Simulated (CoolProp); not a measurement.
Vapour-liquid equilibrium of ethylene (1) + n-butane (2) at 215.2 K; x and y are mole fractions of (1).

The numbers come from the multi-fluid Helmholtz-energy mixture model, Smukala 2000 and Bücker 2006; pair parameters Bell 2016 in CoolProp.

```csv
x,bubble pressure (bar),y at the bubble point,dew pressure at overall composition x (bar),liquid density (mol/L)
0.05,0.5894,0.904,0.06044,11.59
0.15,1.381,0.961,0.06755,12.10
0.25,2.014,0.975,0.07655,12.65
0.35,2.623,0.982,0.08830,13.25
0.45,3.276,0.987,0.1043,13.88
0.55,4.007,0.991,0.1274,14.55
0.65,4.828,0.994,0.1636,15.25
0.75,5.727,0.996,0.2286,15.98
0.85,6.673,0.998,0.3791,16.70
0.95,7.631,0.999,1.099,17.38
```

No azeotrope shows between x = 0.05 and 0.95.

Pair parameters are fitted to limited data, so mixtures are less certain than the pure fluids. The gap from Raoult's law changes sign with composition, which may be real or a fault of the pair parameters; it wasn't checked against measurements.
